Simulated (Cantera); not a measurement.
A Cantera script and its output.

```python
import numpy as np
import cantera as ct

gas = ct.Solution("gri30.yaml")
gas.TPX = 650, 670000, {'CH4': 1, 'C2H6': 0.11, 'O2': 1.59, 'N2': 5.98, 'H2O': 1.9}
flame = ct.FreeFlame(gas, width=0.011)
flame.set_refine_criteria(ratio=3, slope=0.08, curve=0.16)
flame.transport_model = "unity-Lewis-number"
flame.solve(loglevel=0, auto=True)
z, T = flame.grid, flame.T
thick = (T[-1] - T[0]) / np.gradient(T, z).max()
show = ['CH4', 'C2H6', 'O2', 'CH3', 'H2O', 'HCN']
print(f"laminar burning velocity  {flame.velocity[0] * 100:.3f} cm/s")
print(f"burnt temperature         {T[-1]:.1f} K")
print(f"thermal thickness         {thick * 1e3:.4f} mm")
print(f"grid points               {len(z)}")
z0 = z[flame.heat_release_rate.argmax()]
print(f"{'z/mm':>9s}{'T/K':>9s}{'u/(m/s)':>9s}" + "".join(f"{s:>11s}" for s in show))
rows = []
for k in (-3, -2, -1.5, -1, -0.5, -0.25, 0, 0.25, 0.5, 1, 2, 4, 8):
    zz = z0 + k * thick
    rows.append([k * thick, np.interp(zz, z, T), np.interp(zz, z, flame.velocity),
                 *(np.interp(zz, z, flame.X[gas.species_index(s)]) for s in show)])
    print(f"{rows[-1][0] * 1e3:9.3f}{rows[-1][1]:9.1f}{rows[-1][2]:9.3f}" + "".join(f"{x:11.3e}" for x in rows[-1][3:]))
```

Output:

```
laminar burning velocity  14.811 cm/s
burnt temperature         1903.7 K
thermal thickness         0.3383 mm
grid points               126
     z/mm      T/K  u/(m/s)        CH4       C2H6         O2        CH3        H2O        HCN
   -1.015    652.1    0.149  9.437e-02  1.038e-02  1.500e-01  9.382e-11  1.798e-01  1.594e-09
   -0.677    661.3    0.151  9.373e-02  1.028e-02  1.490e-01  4.398e-10  1.808e-01  8.486e-09
   -0.507    684.3    0.156  9.212e-02  1.004e-02  1.465e-01  2.119e-09  1.832e-01  2.575e-08
   -0.338    785.2    0.180  8.495e-02  8.984e-03  1.350e-01  6.928e-08  1.939e-01  1.027e-07
   -0.169   1137.9    0.265  5.871e-02  5.132e-03  9.320e-02  2.437e-05  2.332e-01  3.853e-07
   -0.085   1438.8    0.341  3.584e-02  2.163e-03  5.658e-02  2.452e-04  2.673e-01  6.576e-07
    0.000   1709.2    0.410  1.688e-02  4.733e-04  2.421e-02  6.363e-04  2.961e-01  1.051e-06
    0.085   1847.1    0.446  8.896e-03  8.570e-05  8.581e-03  5.601e-04  3.079e-01  1.524e-06
    0.169   1896.8    0.459  6.394e-03  2.436e-05  3.322e-03  3.628e-04  3.096e-01  1.811e-06
    0.338   1921.4    0.465  4.799e-03  5.739e-06  7.140e-04  1.866e-04  3.072e-01  1.988e-06
    0.677   1924.3    0.468  3.604e-03  1.953e-06  6.457e-05  1.075e-04  3.023e-01  2.030e-06
    1.353   1919.3    0.468  2.533e-03  8.235e-07  1.147e-06  6.763e-05  2.975e-01  1.955e-06
    2.706   1913.0    0.468  1.568e-03  2.863e-07  4.565e-08  3.843e-05  2.934e-01  1.695e-06
```

Computed with Cantera and GRI-Mech 3.0 (53 species, 325 reactions). Unity Lewis numbers drop preferential diffusion, which matters most where H2 and H carry the flame. Burning velocities carry a grid error of a few per cent, more on coarse grids.
